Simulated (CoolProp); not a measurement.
The numbers come from the reference Helmholtz-energy equation of state, Setzmann 1991 in CoolProp.

Q: Give the vapour pressure (MPa), liquid density (kg/m³), enthalpy of vaporisation (kJ/kg), surface tension (mN/m) of saturated methane at 163.9, 170.5 K.

A: 
| T (K) | p (MPa) | liquid density (kg/m³) | enthalpy of vaporisation (kJ/kg) | surface tension (mN/m) |
|---|---|---|---|---|
| 163.9 | 1.86 | 327 | 354 | 3.47 |
| 170.5 | 2.37 | 309 | 317 | 2.44 |

Surface tension comes from a separate correlation (Mulero 2012).
